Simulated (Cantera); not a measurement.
# NF3 + O2 + H2 (abatement and gas-phase synthesis)

A closed system holds: 1 mol NF3, 4.7 mol O2, 11 mol H2, held at 2650 K and 1 atm.

These are equilibrium values from Cantera (NASA tables, ideal gas, pure condensed phases), not measurements of a reactor. Candidate condensed phases: H2O; 40 gas species. Rates play no part.

* **x(H2O)**: 0.623
* **x(HF)**: 0.221
* **x(H2)**: 0.0562
* **x(N2)**: 0.0359
* **x(OH)**: 0.0298
* **x(O2)**: 0.0169
* **x(H)**: 0.0110
* **x(O)**: 0.00376
* **x(NO)**: 0.00179
* **gas amount**: 13.57 mol
